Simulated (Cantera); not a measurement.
Input: 1 mol TiO₂, a varied amount of H₂, 0.053 mol H₂O, held at 1475 K and 0.00150 bar.

These are equilibrium values from Cantera (NASA tables, ideal gas, pure condensed phases), not measurements of a reactor. Candidate condensed phases: H₂O, Ti, TiO, TiO₂, Ti₂O₃, Ti₃O₅, Ti₄O₇; 12 gas species. Mutual solubility and eutectic melting of coexisting phases are not modelled. Condensed phases not in the tables: Magnéli phases beyond Ti₄O₇. The numbers say what is thermodynamically allowed, not how fast it happens.

Q: At 17 mol H₂, list the 3 most abundant gas species with their mole fractions, and the condensed phases.

A: H₂ 0.987, H₂O 0.0131, H 0.000333. Condensed: TiO₂(rutile) + Ti₄O₇(s).
